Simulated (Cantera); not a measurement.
**Si2H6 + O2 + N2 (silicon oxide and oxynitride deposition)**

Charge: 1 mol Si2H6, 0.23 mol O2, 6 mol N2, held at 25.0 Pa.

These are equilibrium values from Cantera (NASA tables, ideal gas, pure condensed phases), not measurements of a reactor. Candidate condensed phases: H2O, Si, SiO2, Si2N2O, Si3N4; 35 gas species. The feed counts by its element totals alone. N2 is the only nitrogen source here; it is nearly inert below about 1500 K, so the nitride shown seldom forms there in practice. Mutual solubility and eutectic melting of coexisting phases are not modelled. The tables' values for SiN are old estimates; treat these amounts as uncertain. Kinetics and transport are ignored.

From 1150 K to 1550 K the condensed part is Si2N2O(s) + Si3N4(s). From 1600 K to 1650 K the condensed part is Si(s). From 1700 K to 1800 K the condensed part is Si(l).

```json
[
 {"T (K)": "1150", "log p N2": "-3.81", "log p H2": "-4.02", "log p SiO": "-12.39", "log p Si": "<-15", "log p H": "-9.14", "n Si2N2O(s)": "0.460", "n Si3N4(s)": "0.360", "n Si(s)": "0", "n Si(l)": "0"},
 {"T (K)": "1200", "log p N2": "-3.81", "log p H2": "-4.02", "log p SiO": "-11.29", "log p Si": "-14.35", "log p H": "-8.71", "n Si2N2O(s)": "0.460", "n Si3N4(s)": "0.360", "n Si(s)": "0", "n Si(l)": "0"},
 {"T (K)": "1250", "log p N2": "-3.81", "log p H2": "-4.02", "log p SiO": "-10.27", "log p Si": "-13.14", "log p H": "-8.32", "n Si2N2O(s)": "0.460", "n Si3N4(s)": "0.360", "n Si(s)": "0", "n Si(l)": "0"},
 {"T (K)": "1300", "log p N2": "-3.81", "log p H2": "-4.02", "log p SiO": "-9.34", "log p Si": "-12.02", "log p H": "-7.97", "n Si2N2O(s)": "0.460", "n Si3N4(s)": "0.360", "n Si(s)": "0", "n Si(l)": "0"},
 {"T (K)": "1350", "log p N2": "-3.81", "log p H2": "-4.02", "log p SiO": "-8.47", "log p Si": "-10.99", "log p H": "-7.63", "n Si2N2O(s)": "0.460", "n Si3N4(s)": "0.360", "n Si(s)": "0", "n Si(l)": "0"},
 {"T (K)": "1400", "log p N2": "-3.81", "log p H2": "-4.02", "log p SiO": "-7.67", "log p Si": "-10.04", "log p H": "-7.32", "n Si2N2O(s)": "0.459", "n Si3N4(s)": "0.360", "n Si(s)": "0", "n Si(l)": "0"},
 {"T (K)": "1450", "log p N2": "-3.81", "log p H2": "-4.02", "log p SiO": "-6.93", "log p Si": "-9.15", "log p H": "-7.03", "n Si2N2O(s)": "0.456", "n Si3N4(s)": "0.361", "n Si(s)": "0", "n Si(l)": "0"},
 {"T (K)": "1500", "log p N2": "-3.81", "log p H2": "-4.02", "log p SiO": "-6.23", "log p Si": "-8.32", "log p H": "-6.76", "n Si2N2O(s)": "0.442", "n Si3N4(s)": "0.366", "n Si(s)": "0", "n Si(l)": "0"},
 {"T (K)": "1550", "log p N2": "-3.82", "log p H2": "-4.03", "log p SiO": "-5.58", "log p Si": "-7.54", "log p H": "-6.51", "n Si2N2O(s)": "0.377", "n Si3N4(s)": "0.387", "n Si(s)": "0", "n Si(l)": "0"},
 {"T (K)": "1600", "log p N2": "-3.80", "log p H2": "-4.10", "log p SiO": "-4.92", "log p Si": "-7.01", "log p H": "-6.32", "n Si2N2O(s)": "0", "n Si3N4(s)": "0", "n Si(s)": "1.54", "n Si(l)": "0"},
 {"T (K)": "1650", "log p N2": "-3.80", "log p H2": "-4.10", "log p SiO": "-4.92", "log p Si": "-6.57", "log p H": "-6.09", "n Si2N2O(s)": "0", "n Si3N4(s)": "0", "n Si(s)": "1.53", "n Si(l)": "0"},
 {"T (K)": "1700", "log p N2": "-3.80", "log p H2": "-4.11", "log p SiO": "-4.92", "log p Si": "-6.17", "log p H": "-5.89", "n Si2N2O(s)": "0", "n Si3N4(s)": "0", "n Si(s)": "0", "n Si(l)": "1.51"},
 {"T (K)": "1750", "log p N2": "-3.80", "log p H2": "-4.11", "log p SiO": "-4.92", "log p Si": "-5.82", "log p H": "-5.69", "n Si2N2O(s)": "0", "n Si3N4(s)": "0", "n Si(s)": "0", "n Si(l)": "1.48"},
 {"T (K)": "1800", "log p N2": "-3.81", "log p H2": "-4.12", "log p SiO": "-4.92", "log p Si": "-5.50", "log p H": "-5.51", "n Si2N2O(s)": "0", "n Si3N4(s)": "0", "n Si(s)": "0", "n Si(l)": "1.41"}
]
```
log p: log10 of the partial pressure in bar; n: condensed amount in mol.
